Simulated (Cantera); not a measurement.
Input: 1 mol AlBr3, 25 mol O2, 24 mol H2, at 0.000900 bar.

Method: chemical equilibrium by Gibbs-energy minimisation in Cantera with the NASA 1993 tables (ideal gas, pure condensed phases). Candidate condensed phases: Al, AlBr3, Al2O3, Br2, H2O; 25 gas species. Kinetics and transport are ignored.

At 1898 K, list the 4 most abundant gas species with their mole fractions, and the condensed phases.

H2O 0.588, O2 0.306, Br 0.0698, OH 0.0186. Condensed: Al2O3(s).
